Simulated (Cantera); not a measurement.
A closed system holds: 1 mol Si₂Cl₆, 72 mol N₂, held at 1.00 bar.

These are equilibrium values from Cantera (NASA tables, ideal gas, pure condensed phases), not measurements of a reactor. Candidate condensed phases: Si, Si₃N₄; 13 gas species. The feed counts by its element totals alone. N₂ is the only nitrogen source here; it is nearly inert below about 1500 K, so the nitride shown seldom forms there in practice. The numbers say what is thermodynamically allowed, not how fast it happens.

What share of the Si ends up in condensed phases as a function of T (K), at 973, 1023, 1073, 1123, 1173, 1223, 1273, 1323, 1373, 1423, 1473, 1523, 1573?


```csv
T (K),Si condensed (%),as
973,25.0,Si₃N₄(s)
1023,25.0,Si₃N₄(s)
1073,25.0,Si₃N₄(s)
1123,25.0,Si₃N₄(s)
1173,24.9,Si₃N₄(s)
1223,24.8,Si₃N₄(s)
1273,24.6,Si₃N₄(s)
1323,24.2,Si₃N₄(s)
1373,23.5,Si₃N₄(s)
1423,22.3,Si₃N₄(s)
1473,20.2,Si₃N₄(s)
1523,16.7,Si₃N₄(s)
1573,11.4,Si₃N₄(s)
```
